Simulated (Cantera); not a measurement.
## Ignition delay

Mixture: 13.4 % CH₃OH, 18.2 % O₂, 68.5 % N₂, at 3.16 atm, adiabatic and at constant volume. Ignition delay is the time to a rise of 400 K.

Model: GRI-Mech 3.0 (53 species, 325 reactions), integrated in Cantera. GRI-Mech 3.0 was tuned for natural gas; its chemistry of methanol as a main component is partial and can be far from experiment.

```json
[
 {"T0 (K)": "1275", "delay (ms)": "1.04"},
 {"T0 (K)": "1375", "delay (ms)": "0.273"},
 {"T0 (K)": "1475", "delay (ms)": "0.0890"},
 {"T0 (K)": "1575", "delay (ms)": "0.0348"},
 {"T0 (K)": "1675", "delay (ms)": "0.0157"},
 {"T0 (K)": "1775", "delay (ms)": "0.00788"},
 {"T0 (K)": "1875", "delay (ms)": "0.00432"},
 {"T0 (K)": "1975", "delay (ms)": "0.00255"}
]
```

```json
{
  "apparent activation energy between 1775 and 1975 K": "160 kJ/mol"
}
```
